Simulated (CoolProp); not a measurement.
The fluid at 501.24 K and 18.2 MPa flows at 7.6 m/s in a round tube of 25 mm bore and 45 µm roughness, fully developed (64/Re and Nu = 3.66 if laminar; Colebrook and Gnielinski if turbulent). The same conditions are run with several fluids, on thermodynamics alone (safety and materials aside).

The numbers come from the reference Helmholtz-energy equation of state of each fluid (benzene: Thol 2012; n-nonane: Lemmon 2006; m-xylene: Zhou 2012; ethanol: Schroeder 2014; o-xylene: Zhou 2012) in CoolProp.

Question: Rank benzene, n-nonane, m-xylene, ethanol, o-xylene by Reynolds number, highest first.

Answer: ethanol (1110000), benzene (1010000), m-xylene (844000), o-xylene (730000), n-nonane (677000)

```
fluid     Darcy friction factor  pressure drop (Pa/m)  heat-transfer coefficient (W/(m² K))  mass flow (kg/h)
--------  ---------------------  --------------------  ------------------------------------  ----------------
benzene                  0.0230                 18000                                 19700              9090
n-nonane                 0.0231                 15500                                 16600              7830
m-xylene                 0.0230                 18700                                 18000              9440
ethanol                  0.0230                 15200                                 30900              7690
o-xylene                 0.0231                 19200                                 16900              9710
```

Transport values come from each fluid's own correlations.
